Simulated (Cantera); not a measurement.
# Equilibrium for silicon carbide growth: (CH3)2SiCl2 + C3H8 + H2

Input: 1 mol (CH3)2SiCl2, 0.0042 mol C3H8, 9.8 mol H2, held at 2025 K and 0.00290 bar.

Cantera equilibrium calculation (NASA polynomials, part measured and part estimated; ideal gas, pure solids and liquids). Candidate condensed phases: C, C6H6, C7H8, C8H18, Si, SiC; 109 gas species. The feed counts by its element totals alone. The tables' values for SiCl are old estimates; treat these amounts as uncertain. Kinetics and transport are ignored.

```yaml
x(H2): 0.826
x(HCl): 0.132
x(H): 0.0325
x(Cl): 0.00385
x(SiCl2): 0.00294
x(Si): 0.00121
x(C2H2 (acetylene)): 0.000748
x(SiCl): 0.000249
x(SiC2): 5.60e-5
n(C(graphite)): 1.05 mol
n(SiC(s)): 0.935 mol
gas_amount: 14.09 mol
log10 activity of Si(l) (absent): -1.22
```
